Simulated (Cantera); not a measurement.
**Ignition delay**

Mixture: CH₄ : C₂H₆ : C₃H₈ : O₂ : N₂ = 1 : 0.071 : 0.17 : 1.48 : 10.2 (molar parts), at 1.88 atm, adiabatic and at constant volume. Ignition delay is the time to a rise of 400 K.

Computed with Cantera and GRI-Mech 3.0 (53 species, 325 reactions). GRI-Mech 3.0 was tuned for natural gas; its chemistry of propane as a main component is partial and can be far from experiment.

```json
[
 {"T0 (K)": "1100", "delay (ms)": "40.1"},
 {"T0 (K)": "1200", "delay (ms)": "7.72"},
 {"T0 (K)": "1300", "delay (ms)": "1.67"},
 {"T0 (K)": "1400", "delay (ms)": "0.460"},
 {"T0 (K)": "1500", "delay (ms)": "0.162"},
 {"T0 (K)": "1600", "delay (ms)": "0.0704"}
]
```

```
Quantity                                                Result
--------------------------------------------------  ----------
apparent activation energy between 1400 and 1600 K  170 kJ/mol
```
